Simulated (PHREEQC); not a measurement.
A solution holds 13 mmol/kgw H2SO4, 0.1 mmol/kgw Li2SO4 and 83 mmol/kgw MnSO4, at 20 °C. Closed to the air; pH follows from the charge balance.

All values are PHREEQC results (ion-association model, phreeqc.dat), not measurements.

| quantity | before | after |
|---|---|---|
| pH | 2.04 | 1.36 |
| ionic strength (mol/kgw) | 0.206 | 0.167 |
| SO4-2 (mol/kgw) | 0.0474 | 0.0353 |
| HSO4- (mol/kgw) | 0.0146 | 0.0555 |
| Li+ (mol/kgw) | 0.000188 | 0.000190 |
| LiSO4- (mol/kgw) | 1.16e-5 | 9.45e-6 |

Task: Name the change that produced these shifts.
A) H2SO4 left out
B) diluted 100-fold with water
C) temperature from 20 to 15 °C
D) H2SO4 from 0.013 to 0.0143 mol/kgw
E) MnSO4 replaced by KHSO4 at the same molality

Result: E, MnSO4 replaced by KHSO4 at the same molality

No solid was allowed to form.
